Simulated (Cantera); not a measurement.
A closed system holds: 1 mol SiCl₄, 0.19 mol O₂, at 38000 Pa.

Method: chemical equilibrium by Gibbs-energy minimisation in Cantera with the NASA 1993 tables (ideal gas, pure condensed phases). Candidate condensed phases: Si, SiO₂; 15 gas species. Equilibrium is a limit: real reactors are often held back by kinetics, nucleation or transport.

x: gas mole fraction; n: condensed amount in mol.

| T (K) | x SiCl₄ | x Cl₂ | x Cl | n SiO₂(α-quartz) | n SiO₂(β-quartz) |
|---|---|---|---|---|---|
| 648 | 0.681 | 0.319 | ___ | 0.190 | 0 |
| 698 | 0.681 | 0.319 | ___ | 0.190 | 0 |
| 748 | 0.681 | 0.319 | ___ | 0.190 | 0 |
| 798 | 0.681 | 0.319 | ___ | 0.190 | 0 |
| 848 | 0.681 | 0.319 | ___ | 0 | 0.190 |
| 898 | 0.681 | 0.319 | ___ | 0 | 0.190 |
| 948 | 0.681 | 0.319 | ___ | 0 | 0.190 |

### Question
Fill in the missing entries.

### Answer

- 648, x Cl: 1.11e-7
- 698, x Cl: 5.70e-7
- 748, x Cl: 2.36e-6
- 798, x Cl: 8.18e-6
- 848, x Cl: 2.46e-5
- 898, x Cl: 6.53e-5
- 948, x Cl: 0.000157
